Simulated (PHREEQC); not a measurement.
1.1 g of hydrous ferric oxide (600 m²/g; 0.2 weak and 0.005 strong sites per Fe, Dzombak-Morel constants, diffuse double layer) in 1 kg of water with 0.1 mol/kgw of an inert sodium salt and 3.3e-05 mol PbCl2 and 0.0003 mol H3BO3, at 25 °C; the pH is set by adding NaOH or the inert anion's acid. O2 is buffered at 0.21 atm. No CO2 enters from the air. No solid was allowed to form.

Base run: PHREEQC, ion-association model, wateq4f.dat. Each further column changes one thing. The table gives surface charge σ (C/m²).

```tsv
pH	base	background salt from 0.1 to 0.01 mol/kgw	oxide from 1.1 to 5.5 g/kgw
3	0.363	___	0.364
3.5	0.350	0.279	0.351
4	0.321	___	0.323
5	0.216	___	0.217
5.5	0.160	___	0.160
6	0.113	___	0.112
6.5	0.075	0.031	0.074
7	0.046	___	0.045
8	0.005	0.002	0.004
8.5	-0.013	___	-0.014
9	-0.033	-0.013	-0.034
```

### Question
Fill in the missing entries.

### Answer

- 3, background salt from 0.1 to 0.01 mol/kgw: 0.328
- 4, background salt from 0.1 to 0.01 mol/kgw: 0.220
- 5, background salt from 0.1 to 0.01 mol/kgw: 0.116
- 5.5, background salt from 0.1 to 0.01 mol/kgw: 0.078
- 6, background salt from 0.1 to 0.01 mol/kgw: 0.051
- 7, background salt from 0.1 to 0.01 mol/kgw: 0.018
- 8.5, background salt from 0.1 to 0.01 mol/kgw: -0.005

The oxide is taken as insoluble; below pH 4 it would dissolve.
